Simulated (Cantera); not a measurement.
# Aluminium and copper etching: Al + Cl2

Feed: 1 mol Al, 0.39 mol Cl2, equilibrated at 1.00 bar.

Method: chemical equilibrium by Gibbs-energy minimisation in Cantera with the NASA 1993 tables (ideal gas, pure condensed phases). Candidate condensed phases: Al, AlCl3; 8 gas species. The tables' values for AlCl2 are old estimates; treat these amounts as uncertain. Equilibrium is a limit: real reactors are often held back by kinetics, nucleation or transport.

```csv
T (K),x Al2Cl6,x AlCl3,x AlCl,x AlCl2,n Al(s),n Al(l)
648,0.936,0.0641,2.55e-7,9.92e-7,0.740,0
698,0.863,0.137,2.13e-6,6.86e-6,0.740,0
748,0.746,0.254,1.32e-5,3.55e-5,0.740,0
798,0.589,0.411,6.31e-5,0.000143,0.740,0
848,0.416,0.583,0.000244,0.000465,0.740,0
898,0.262,0.736,0.000789,0.00125,0.740,0
948,0.152,0.843,0.00216,0.00287,0,0.739
998,0.0838,0.905,0.00506,0.00573,0,0.739
1048,0.0460,0.933,0.0108,0.0105,0,0.737
```
x: gas mole fraction; n: condensed amount in mol.

From 648 K to 898 K the condensed part is Al(s). From 948 K to 1048 K the condensed part is Al(l). The main Al-bearing gas is Al2Cl6 at 648 K and AlCl3 at 1048 K.
